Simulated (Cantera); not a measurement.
Charge: 1 mol SiC, 0.002 mol H2O, 1 mol H2, equilibrated at 0.133 bar.

Equilibrium computed with Cantera from the NASA thermochemical tables; the gas is ideal and each condensed phase is pure. Candidate condensed phases: C, C6H6, C7H8, C8H18, H2O, Si, SiC, SiO2; 123 gas species. Mutual solubility and eutectic melting of coexisting phases are not modelled. The tables hold silica as quartz up to 1696 K and as liquid above; real silica turns to tridymite and cristobalite and melts near 1996 K. Gases not in the tables: Si2H6 and higher silanes. Equilibrium is a limit: real reactors are often held back by kinetics, nucleation or transport.

x: gas mole fraction; n: condensed amount in mol.

| T (K) | x H2 | x H | x Si | x CO | x SiO | x CH4 | n SiC(s) | n SiO2(β-quartz) |
|---|---|---|---|---|---|---|---|---|
| 973 | 0.999 | 2.96e-9 | <1e-12 | 4.79e-9 | 8.86e-11 | 0.000999 | 0.999 | 0.001000 |
| 1073 | 0.999 | 3.83e-8 | <1e-12 | 7.42e-7 | 4.39e-9 | 0.000998 | 0.999 | 0.001000 |
| 1173 | 0.999 | 3.23e-7 | <1e-12 | 4.40e-5 | 1.14e-7 | 0.000933 | 0.999 | 0.000978 |
| 1273 | 0.999 | [?] | [?] | [?] | [?] | [?] | 0.999 | [?] |
| 1373 | 0.999 | 9.12e-6 | 1.16e-10 | 0.000637 | 6.16e-5 | 7.13e-5 | 0.999 | 0.000648 |
| 1473 | 0.998 | [?] | [?] | 0.000959 | [?] | [?] | 0.999 | [?] |
| 1573 | 0.998 | 0.000111 | 7.75e-8 | 0.000989 | 0.00100 | 1.24e-5 | 0.999 | 0 |
| 1673 | 0.998 | 0.000312 | 6.86e-7 | 0.000992 | 0.000999 | 9.83e-6 | 0.999 | 0 |
| 1773 | 0.997 | 0.000778 | 4.73e-6 | 0.000998 | 0.000993 | 8.03e-6 | 0.999 | 0 |
| 1873 | 0.996 | 0.00176 | 2.61e-5 | 0.00102 | 0.000973 | 6.80e-6 | 0.999 | 0 |
| 1973 | 0.994 | 0.00368 | 0.000115 | 0.00108 | 0.000907 | 6.14e-6 | 0.999 | 0 |
| 2073 | 0.990 | 0.00717 | 0.000389 | 0.00125 | 0.000733 | 6.30e-6 | 0.999 | 0 |
| 2173 | 0.983 | 0.0131 | 0.000966 | 0.00154 | 0.000440 | 7.79e-6 | 0.998 | 0 |
| 2273 | 0.972 | 0.0227 | 0.00199 | 0.00175 | 0.000210 | 1.05e-5 | 0.997 | 0 |

### Question
Complete the blanks.

### Answer

- 1473, x H: 3.46e-5
- 1473, x Si: 6.31e-9
- 1473, x SiO: 0.000923
- 1473, x CH4: 1.66e-5
- 1473, n SiO2(β-quartz): 5.22e-5
- 1273, x H: 1.95e-6
- 1273, x Si: 1.11e-12
- 1273, x CO: 0.000405
- 1273, x SiO: 2.64e-6
- 1273, x CH4: 0.000391
- 1273, n SiO2(β-quartz): 0.000795
